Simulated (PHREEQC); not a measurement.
Polishing slurry liquid: speciation

Make-up at 75 °C: 0.052 mol/kgw H2SO4 and 0.00012 mol/kgw CO2. Closed to the air; pH follows from the charge balance.

All values are PHREEQC results (ion-association model, phreeqc.dat), not measurements.

| Quantity | Result |
|---|---|
| pH | 1.32 |
| ionic strength | 0.0632 mol/kgw |
| specific conductance | 46300 µS/cm |
| density | 0.978 g/cm³ |
| total alkalinity | -104 meq/kg |

```tsv
species	molality	activity	log γ
H+	0.0576	0.0478	-0.080
HSO4-	0.0464	0.0367	-0.103
SO4-2	0.00558	0.00222	-0.401
CO2	0.000120	0.000122	0.006
HCO3-	1.51e-9	1.21e-9	-0.097
```

Precipitation was switched off in this run. At this temperature some constants are extrapolated from 25 °C, and those without enthalpy data are left unchanged.
